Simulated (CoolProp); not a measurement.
A Linde-Hampson liquefier for dry air: isothermal reversible compression at 300 K from 1 atm to 20 MPa, throttling to 1 atm, return gas leaving the recuperator 5 K below the feed. Each further row changes one setting.

Model: reference Helmholtz-energy equation of state, Lemmon 2000, in CoolProp. It is a pseudo-pure fit of the blend.

```json
[
 {"case": "as stated", "liquid yield per pass": "0.070", "compression work (kJ/kg of gas)": "454"},
 {"case": "high pressure 40 MPa", "liquid yield per pass": "0.095", "compression work (kJ/kg of gas)": "520"},
 {"case": "warm-end temperature 330 K", "liquid yield per pass": "0.049", "compression work (kJ/kg of gas)": "502"},
 {"case": "warm-end gap 10 K", "liquid yield per pass": "0.059", "compression work (kJ/kg of gas)": "454"}
]
```
